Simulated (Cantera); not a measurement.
Charge: 1 mol B2O3, 6.9 mol H2O, equilibrated at 0.180 Torr.

These are equilibrium values from Cantera (NASA tables, ideal gas, pure condensed phases), not measurements of a reactor. Candidate condensed phases: B, B2O3, B3O3H3, H2O; 23 gas species. Gases not in the tables: H3BO3. The numbers say what is thermodynamically allowed, not how fast it happens. All values below are at 1377 °C.

Base state: H2O 0.737, HBO2 0.242, H2 0.00899, B2O3 0.00428, O2 0.00386, OH 0.00206, BO2 0.000828, H 0.000556 (mole fractions); condensed: gas only.

Question: What changes in the equilibrium state with this change: pressure from 0.180 Torr to 75.0 Torr?

Answer: 
```csv
species,before,after
H2O,0.737,0.770
HBO2,0.242,0.223
B2O3,0.00428,0.00348
H2,0.00899,0.00124
(HBO2)3,5.13e-9,0.000697
O,0.000104,1.88e-6
H,0.000556,1.01e-5
BO2,0.000828,0.000100
O2,0.00386,0.000528
"B2O3(l), mol",0,0.0929
```
